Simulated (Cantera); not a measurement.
A closed system holds: 1 mol PbO, 0.048 mol CO, 8 mol N2, held at 752 °C and 1.20 mbar.

Cantera equilibrium calculation (NASA polynomials, part measured and part estimated; ideal gas, pure solids and liquids). Candidate condensed phases: C, Pb, PbO, PbO2, Pb3O4; 27 gas species. The numbers say what is thermodynamically allowed, not how fast it happens.

Task: What is the equilibrium state?

Result: 
```json
{
  "x(N2)": "0.988",
  "x(Pb)": "0.00593",
  "x(CO2)": "0.00593",
  "x(PbO)": "0.000571",
  "n(PbO(yellow))": "0.947 mol",
  "gas_amount": "8.101 mol",
  "log10 activity of Pb(l) (absent)": "-0.59",
  "log10 activity of PbO2(s) (absent)": "-7.56",
  "log10 activity of C(graphite) (absent)": "-14.61"
}
```
